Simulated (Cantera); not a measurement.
Input: 1 mol Cu₂O, 7.4 mol H₂, 1.8 mol H₂O, equilibrated at 1.00 bar.

Equilibrium computed with Cantera from the NASA thermochemical tables; the gas is ideal and each condensed phase is pure. Candidate condensed phases: Cu, CuO, Cu(OH)₂, Cu₂O, H₂O; 12 gas species. Rates play no part. All values below are at 1525 K.

Base state: H₂ 0.696, H₂O 0.304, H 1.97e-5, Cu 1.24e-5 (mole fractions); condensed: Cu(l).

What changes in the equilibrium state with this change: Cu₂O replaced by SiO₂?


| species | before | after |
|---|---|---|
| H₂ | 0.696 | 0.804 |
| H₂O | 0.304 | 0.196 |
| H | 1.97e-5 | 2.12e-5 |
| Cu | 1.24e-5 | 0 |
| Cu(l), mol | 2.00 | 0 |
| SiO₂(β-quartz), mol | 0 | 1.00 |
The tables hold silica as quartz up to 1696 K and as liquid above; real silica turns to tridymite and cristobalite and melts near 1996 K. Gases not in the tables: Si(OH)₄. Further candidate phases: Si, SiO₂.
